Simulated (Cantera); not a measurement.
Input (Python, Cantera):

```python
import numpy as np
import cantera as ct

gas = ct.Solution("h2o2.yaml")


def delay(T, t_max=10):
    gas.TPX = T, 180000, {'H2': 1, 'O2': 0.943, 'N2': 3.55}
    reactor = ct.IdealGasConstPressureReactor(gas, clone=False)
    net = ct.ReactorNet([reactor])
    net.rtol, net.atol = 1e-8, 1e-16
    while net.time < t_max:
        t_old, T_old = net.time, reactor.T
        net.step()
        if reactor.T > T + 400:  # ignition: a rise of 400 K
            return t_old + (T + 400 - T_old) / (reactor.T - T_old) * (net.time - t_old)
    return np.nan


taus = []
for T in [1025, 1125, 1225, 1325, 1425, 1525, 1625]:
    taus.append(delay(T))
    print(f"T0 = {T:6g} K   tau = {taus[-1]:.4e} s")

# d ln(tau) / d ln(k), from doubling and halving each rate constant
T, sens = 1425, []
for i in range(gas.n_reactions):
    gas.set_multiplier(2.0, i)
    up = delay(T)
    gas.set_multiplier(0.5, i)
    down = delay(T)
    gas.set_multiplier(1.0, i)
    sens.append((np.log(up / down) / np.log(4.0), gas.reaction(i).equation))
sens.sort(key=lambda x: -abs(x[0]))
print(f"sensitivities at {T} K")
for s, eq in sens[:10]:
    print(f"{s:8.3f}  {eq}")
```

Output:

```
T0 =   1025 K   tau = 3.3301e-04 s
T0 =   1125 K   tau = 5.0248e-05 s
T0 =   1225 K   tau = 2.5470e-05 s
T0 =   1325 K   tau = 1.6505e-05 s
T0 =   1425 K   tau = 1.2354e-05 s
T0 =   1525 K   tau = 1.0337e-05 s
T0 =   1625 K   tau = 9.4771e-06 s
sensitivities at 1425 K
  -0.471  H + O2 <=> O + OH
  -0.171  H2 + O <=> H + OH
  -0.104  H2 + OH <=> H + H2O
  -0.100  H + O2 + H2O <=> HO2 + H2O
  -0.050  H + HO2 <=> H2 + O2
  -0.038  H + OH + M <=> H2O + M
  -0.028  H + O2 + N2 <=> HO2 + N2
  -0.010  H + O2 + M <=> HO2 + M
  -0.008  2 H + H2O <=> H2 + H2O
  -0.007  H + HO2 <=> 2 OH
```

Cantera simulation using the H2/O2 subset of GRI-Mech 3.0, which has no nitrogen chemistry; the numbers are that mechanism's predictions, not measurements. Where the delays flatten at high temperature, the 400 K rule measures the pace of heat release, not the induction time.
